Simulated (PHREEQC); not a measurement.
A solution holds 0.032 mol CuCl2, 0.0018 mol H2SO4 and 0.00087 mol H3BO3 per kg of water, at 25 °C. Closed to the air; pH follows from the charge balance.

Model: ion-association model, phreeqc.dat, run in PHREEQC.

This is a speciation only: nothing precipitates in the calculation.

Question: Order these S species by the share of S that they hold, largest first: SO4-2, CuSO4, HSO4-.

Answer: SO4-2 (49 %), CuSO4 (44 %), HSO4- (6.7 %)

The pH is 2.54 and the ionic strength 0.0939 mol/kgw. Species that the database lacks are ignored.
